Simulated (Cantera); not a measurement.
## Boron, boron nitride and boron oxide: borazine + NH3 + H2

Charge: 1 mol borazine, 1.5 mol NH3, 6.8 mol H2, at 1.00 Torr.

Method: chemical equilibrium by Gibbs-energy minimisation in Cantera with the NASA 1993 tables (ideal gas, pure condensed phases). Candidate condensed phases: B, BN; 15 gas species. The feed counts by its element totals alone. Mutual solubility and eutectic melting of coexisting phases are not modelled. The tables' values for BH2 are old estimates; treat these amounts as uncertain. Kinetics and transport are ignored.

| T (K) | x H2 | x N2 | x H | x BH2 | x B | x BH | x BN | n BN(s) | n B(s) |
|---|---|---|---|---|---|---|---|---|---|
| 923 | 0.941 | 0.0586 | 6.50e-9 | <1e-12 | <1e-12 | <1e-12 | <1e-12 | 3.00 | 0 |
| 1023 | 0.941 | 0.0586 | 1.10e-7 | <1e-12 | <1e-12 | <1e-12 | <1e-12 | 3.00 | 0 |
| 1123 | 0.941 | 0.0586 | 1.13e-6 | <1e-12 | <1e-12 | <1e-12 | <1e-12 | 3.00 | 0 |
| 1223 | 0.941 | 0.0586 | 7.99e-6 | 2.43e-11 | <1e-12 | <1e-12 | <1e-12 | 3.00 | 0 |
| 1323 | 0.941 | 0.0586 | 4.21e-5 | 6.64e-10 | <1e-12 | <1e-12 | <1e-12 | 3.00 | 0 |
| 1423 | 0.941 | 0.0586 | 0.000176 | 1.13e-8 | <1e-12 | <1e-12 | <1e-12 | 3.00 | 0 |
| 1523 | 0.941 | 0.0586 | 0.000614 | 1.33e-7 | 3.22e-11 | 2.60e-11 | 1.60e-12 | 3.00 | 0 |
| 1623 | 0.940 | 0.0585 | 0.00183 | 1.14e-6 | 1.63e-9 | 7.26e-10 | 5.31e-11 | 3.00 | 0 |
| 1723 | 0.937 | 0.0585 | 0.00483 | 7.63e-6 | 5.21e-8 | 1.37e-8 | 1.17e-9 | 3.00 | 0 |
| 1823 | 0.930 | 0.0583 | 0.0114 | 4.11e-5 | 1.13e-6 | 1.87e-7 | 1.82e-8 | 3.00 | 0 |
| 1923 | 0.917 | 0.0580 | 0.0247 | 0.000184 | 1.79e-5 | 1.92e-6 | 2.12e-7 | 3.00 | 0 |
| 2023 | 0.828 | 0.124 | 0.0473 | 0.000442 | 0.000146 | 1.02e-5 | 1.94e-6 | 0.995 | 2.00 |
x: gas mole fraction; n: condensed amount in mol.

From 923 K to 1923 K the condensed part is BN(s). At 2023 K the condensed part is B(s) + BN(s).
